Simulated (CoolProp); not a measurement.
Vapour-liquid equilibrium of acetone (1) + benzene (2) at 369.1 K; x and y are mole fractions of (1).

Model: multi-fluid Helmholtz-energy mixture model, Lemmon 2006 and Thol 2012; pair parameters Bell 2016, in CoolProp.

```json
[
 {"x": "0.05", "bubble pressure, mixture model (MPa)": "0.1752", "bubble pressure, Raoult's law (MPa)": "0.1699", "y, mixture model": "0.121", "y, Raoult's law": "0.099"},
 {"x": "0.125", "bubble pressure, mixture model (MPa)": "0.1941", "bubble pressure, Raoult's law (MPa)": "0.1830", "y, mixture model": "0.260", "y, Raoult's law": "0.229"},
 {"x": "0.2", "bubble pressure, mixture model (MPa)": "0.2109", "bubble pressure, Raoult's law (MPa)": "0.1960", "y, mixture model": "0.368", "y, Raoult's law": "0.342"},
 {"x": "0.275", "bubble pressure, mixture model (MPa)": "0.2262", "bubble pressure, Raoult's law (MPa)": "0.2090", "y, mixture model": "0.456", "y, Raoult's law": "0.441"},
 {"x": "0.35", "bubble pressure, mixture model (MPa)": "0.2402", "bubble pressure, Raoult's law (MPa)": "0.2221", "y, mixture model": "0.531", "y, Raoult's law": "0.528"},
 {"x": "0.425", "bubble pressure, mixture model (MPa)": "0.2531", "bubble pressure, Raoult's law (MPa)": "0.2351", "y, mixture model": "0.598", "y, Raoult's law": "0.606"},
 {"x": "0.5", "bubble pressure, mixture model (MPa)": "0.2654", "bubble pressure, Raoult's law (MPa)": "0.2482", "y, mixture model": "0.658", "y, Raoult's law": "0.675"},
 {"x": "0.575", "bubble pressure, mixture model (MPa)": "0.2769", "bubble pressure, Raoult's law (MPa)": "0.2612", "y, mixture model": "0.714", "y, Raoult's law": "0.738"},
 {"x": "0.65", "bubble pressure, mixture model (MPa)": "0.2880", "bubble pressure, Raoult's law (MPa)": "0.2742", "y, mixture model": "0.767", "y, Raoult's law": "0.794"},
 {"x": "0.725", "bubble pressure, mixture model (MPa)": "0.2986", "bubble pressure, Raoult's law (MPa)": "0.2873", "y, mixture model": "0.818", "y, Raoult's law": "0.846"},
 {"x": "0.8", "bubble pressure, mixture model (MPa)": "0.3090", "bubble pressure, Raoult's law (MPa)": "0.3003", "y, mixture model": "0.868", "y, Raoult's law": "0.893"},
 {"x": "0.875", "bubble pressure, mixture model (MPa)": "0.3190", "bubble pressure, Raoult's law (MPa)": "0.3133", "y, mixture model": "0.917", "y, Raoult's law": "0.936"},
 {"x": "0.95", "bubble pressure, mixture model (MPa)": "0.3287", "bubble pressure, Raoult's law (MPa)": "0.3264", "y, mixture model": "0.967", "y, Raoult's law": "0.975"}
]
```

The largest gap from Raoult's law is +8.2 % in bubble pressure, at x = 0.275. No azeotrope shows between x = 0.05 and 0.95.

The pair parameters rest on a limited set of measurements; away from them the model extrapolates.
